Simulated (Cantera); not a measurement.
## Thermodynamics of aluminium nitride and oxide growth, feed Al(CH3)3 + H2O + N2

Input: 1 mol Al(CH3)3, 1.4 mol H2O, 15 mol N2, held at 750 Torr.

These are equilibrium values from Cantera (NASA tables, ideal gas, pure condensed phases), not measurements of a reactor. Candidate condensed phases: Al, AlN, Al2O3, C, C6H6, C7H8, C8H18, H2O; 148 gas species. The feed counts by its element totals alone. Mutual solubility and eutectic melting of coexisting phases are not modelled. Equilibrium is a limit: real reactors are often held back by kinetics, nucleation or transport.

```json
[
 {"T (K)": "875", "log p N2": "-0.13", "log p H2": "-0.62", "log p CO": "-7.65", "log p CH4": "-1.60", "log p HCN": "-6.66", "log p NH3": "-3.82", "log p H": "-10.61", "log p HNC": "-9.94", "n AlN(s)": "0.0667", "n Al2O3(s)": "0.467", "n C(graphite)": "2.49"},
 {"T (K)": "975", "log p N2": "-0.14", "log p H2": "-0.57", "log p CO": "-6.22", "log p CH4": "-2.05", "log p HCN": "-5.82", "log p NH3": "-4.09", "log p H": "-9.23", "log p HNC": "-8.73", "n AlN(s)": "0.0667", "n Al2O3(s)": "0.467", "n C(graphite)": "2.81"},
 {"T (K)": "1075", "log p N2": "-0.14", "log p H2": "-0.56", "log p CO": "-5.06", "log p CH4": "-2.46", "log p HCN": "-5.15", "log p NH3": "-4.34", "log p H": "-8.11", "log p HNC": "-7.76", "n AlN(s)": "0.0668", "n Al2O3(s)": "0.467", "n C(graphite)": "2.93"},
 {"T (K)": "1175", "log p N2": "-0.14", "log p H2": "-0.55", "log p CO": "-4.11", "log p CH4": "-2.82", "log p HCN": "-4.60", "log p NH3": "-4.57", "log p H": "-7.19", "log p HNC": "-6.96", "n AlN(s)": "0.0678", "n Al2O3(s)": "0.466", "n C(graphite)": "2.97"},
 {"T (K)": "1275", "log p N2": "-0.14", "log p H2": "-0.55", "log p CO": "-3.30", "log p CH4": "-3.13", "log p HCN": "-4.14", "log p NH3": "-4.76", "log p H": "-6.41", "log p HNC": "-6.28", "n AlN(s)": "0.0736", "n Al2O3(s)": "0.463", "n C(graphite)": "2.97"},
 {"T (K)": "1375", "log p N2": "-0.15", "log p H2": "-0.55", "log p CO": "-2.62", "log p CH4": "-3.40", "log p HCN": "-3.74", "log p NH3": "-4.93", "log p H": "-5.74", "log p HNC": "-5.71", "n AlN(s)": "0.100", "n Al2O3(s)": "0.450", "n C(graphite)": "2.94"},
 {"T (K)": "1475", "log p N2": "-0.15", "log p H2": "-0.55", "log p CO": "-2.03", "log p CH4": "-3.64", "log p HCN": "-3.40", "log p NH3": "-5.08", "log p H": "-5.16", "log p HNC": "-5.21", "n AlN(s)": "0.198", "n Al2O3(s)": "0.401", "n C(graphite)": "2.79"},
 {"T (K)": "1575", "log p N2": "-0.16", "log p H2": "-0.56", "log p CO": "-1.52", "log p CH4": "-3.86", "log p HCN": "-3.12", "log p NH3": "-5.22", "log p H": "-4.66", "log p HNC": "-4.79", "n AlN(s)": "0.496", "n Al2O3(s)": "0.252", "n C(graphite)": "2.34"}
]
```
log p: log10 of the partial pressure in bar; n: condensed amount in mol.

From 875 K to 1575 K the condensed part is AlN(s) + Al2O3(s) + C(graphite).
